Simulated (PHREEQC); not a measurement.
Consider water at 25 °C with 0.00076 mol/kgw PbCl2, 6.1e-05 mol/kgw HNO3 and 0.13 mol/kgw Zn(NO3)2. Closed to the air; pH follows from the charge balance.

The numbers come from PHREEQC with the ion-association model, wateq4f.dat.

Question: The ionic strength comes out as 0.391 mol/kgw. What activity coefficients do Zn+2, ZnCl+, NO3-, Cl-, Pb+2 get?

Answer: Zn+2 0.27, ZnCl+ 0.67, NO3- 0.64, Cl- 0.66, Pb+2 0.28.

Precipitation was switched off in this run. Species that the database lacks are ignored.
